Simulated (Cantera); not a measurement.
A Cantera script and its output.

```python
import numpy as np
import cantera as ct

gas = ct.Solution("gri30.yaml", transport_model="multicomponent")
show = ['O', 'C2H2', 'H2O']

rows = []
print(f"{'T/K':>7s}{'rho':>11s}{'cp':>10s}{'mu':>11s}{'lambda':>11s}{'Pr':>7s}" + "".join(f"{'D_' + s:>11s}" for s in show))
for T in [400, 650, 900, 1150, 1400, 1650, 1900]:
    gas.TPX = T, 570, {'O2': 0.13}
    Pr = gas.cp_mass * gas.viscosity / gas.thermal_conductivity
    D = [gas.mix_diff_coeffs_mole[gas.species_index(s)] for s in show]
    rows.append([gas.density, gas.cp_mass, gas.viscosity, gas.thermal_conductivity, Pr, *D])
    print(f"{T:7g}{gas.density:11.4e}{gas.cp_mass:10.1f}{gas.viscosity:11.4e}"
          f"{gas.thermal_conductivity:11.4e}{Pr:7.3f}" + "".join(f"{d:11.4e}" for d in D))
print("SI units: kg/m3, J/kg/K, Pa s, W/m/K, m2/s")
```

Output:

```
    T/K        rho        cp         mu     lambda     Pr        D_O     D_C2H2      D_H2O
    400 5.4841e-03     941.4 2.5629e-05 3.3889e-02  0.712 9.6599e-03 4.9784e-03 7.1003e-03
    650 3.3748e-03    1017.4 3.5981e-05 5.1551e-02  0.710 2.2041e-02 1.1648e-02 1.7527e-02
    900 2.4374e-03    1073.7 4.4705e-05 6.7676e-02  0.709 3.8011e-02 2.0289e-02 3.1318e-02
   1150 1.9075e-03    1108.6 5.2496e-05 8.2135e-02  0.709 5.7168e-02 3.0660e-02 4.7985e-02
   1400 1.5669e-03    1134.2 5.9661e-05 9.5570e-02  0.708 7.9251e-02 4.2611e-02 6.7229e-02
   1650 1.3295e-03    1155.4 6.6364e-05 1.0835e-01  0.708 1.0407e-01 5.6035e-02 8.8851e-02
   1900 1.1545e-03    1174.1 7.2707e-05 1.2067e-01  0.707 1.3147e-01 7.0849e-02 1.1271e-01
SI units: kg/m3, J/kg/K, Pa s, W/m/K, m2/s
```

Detailed kinetics in Cantera: GRI-Mech 3.0 (53 species, 325 reactions).
